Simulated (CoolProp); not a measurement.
C2F6 (R116) at 293.15 K and 0.429 MPa is throttled through a valve to 0.0538 MPa with no heat exchange. Each further row changes one setting.

The numbers come from the reference Helmholtz-energy equation of state, Lemmon 2006 in CoolProp. It is a short technical equation, of lower accuracy than the large ones.

| case | temperature change (K) | final density (kg/m³) |
|---|---|---|
| as stated | (withheld) | (withheld) |
| outlet pressure 0.0161 MPa | -3.7 | 0.925 |
| outlet pressure 0.0699 MPa | (withheld) | (withheld) |

**Question.** Fill in the missing entries.

**Answer.** 
- as stated, temperature change (K): -3.4
- as stated, final density (kg/m³): 3.10
- outlet pressure 0.0699 MPa, temperature change (K): -3.2
- outlet pressure 0.0699 MPa, final density (kg/m³): 4.03
